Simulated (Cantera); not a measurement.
Charge: 1 mol SiC, 0.83 mol N2O, 620 mol H2, held at 5.00 Pa.

These are equilibrium values from Cantera (NASA tables, ideal gas, pure condensed phases), not measurements of a reactor. Candidate condensed phases: C, C6H6, C7H8, C8H18, H2O, Si, SiC, SiO2, Si2N2O, Si3N4; 151 gas species. Rates play no part.

**Question.** At 1250 °C, list the 6 most abundant gas species with their mole fractions, and the condensed phases.

**Answer.** H2 0.994, H 0.00326, N2 0.00133, CO 0.000696, SiO 0.000637, Si 5.92e-5. Condensed: SiC(s).
